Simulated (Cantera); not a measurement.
Input: 1 mol SiO2, 0.2 mol Si, 4.9 mol H2, equilibrated at 0.0100 bar.

Method: chemical equilibrium by Gibbs-energy minimisation in Cantera with the NASA 1993 tables (ideal gas, pure condensed phases). Candidate condensed phases: H2O, Si, SiO2; 18 gas species. Mutual solubility and eutectic melting of coexisting phases are not modelled. The tables hold silica as quartz up to 1696 K and as liquid above; real silica turns to tridymite and cristobalite and melts near 1996 K. Kinetics and transport are ignored.

Question: Which condensed phases are stable at each of these points (T (K)): 1400, 1600, 1800, 2000, 2200, 2400, 2600, 2800, 3000?

Answer: 
```tsv
T (K)	condensed phases	Si condensed (%)
1400	Si(s) + SiO2(β-quartz)	97.0
1600	SiO2(β-quartz)	66.7
1800	SiO2(condensed)	65.5
2000	SiO2(l)	43.7
2200	gas only	0.0
2400	gas only	0.0
2600	gas only	0.0
2800	gas only	0.0
3000	gas only	0.0
```

At 1400 K the condensed part is Si(s) + SiO2(β-quartz). At 1600 K the condensed part is SiO2(β-quartz). At 1800 K the condensed part is SiO2(condensed). At 2000 K the condensed part is SiO2(l). From 2200 K to 3000 K nothing is condensed.
